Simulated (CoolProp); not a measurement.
Saturated liquid density (kg/m³) of toluene: the reference equation beside estimates from Tc = 318.6 °C, pc = 4.126 MPa, ω = 0.266.

Computed with CoolProp (reference Helmholtz-energy equation of state, Lemmon 2006). It is a short technical equation, of lower accuracy than the large ones.

```csv
T (°C),reference,Redlich-Kwong,Soave-Redlich-Kwong,Peng-Robinson
0.15,885.2,769.4,783.6,880.4
32.25,855.4,744.6,762.2,857.8
64.25,825.1,717.4,738.2,832.3
96.35,793.6,687.2,?,803.1
128.35,760.6,653.8,680.2,769.6
160.35,725.2,616.4,?,?
192.45,686.2,574.0,603.0,684.2
224.45,641.8,525.2,553.5,628.3
256.55,587.8,466.6,492.2,557.7
288.55,514.2,390.9,410.0,461.5
```

**Question.** What belongs in the gaps?

**Answer.** 
- 96.35, Soave-Redlich-Kwong: 711.0
- 160.35, Soave-Redlich-Kwong: 644.6
- 160.35, Peng-Robinson: 730.5

Absolute difference from the reference over all 10 rows, mean and median: Redlich-Kwong 16.1 and 14.5 %, Soave-Redlich-Kwong 12.7 and 11.3 %, Peng-Robinson 2.3 and 1.0 %.
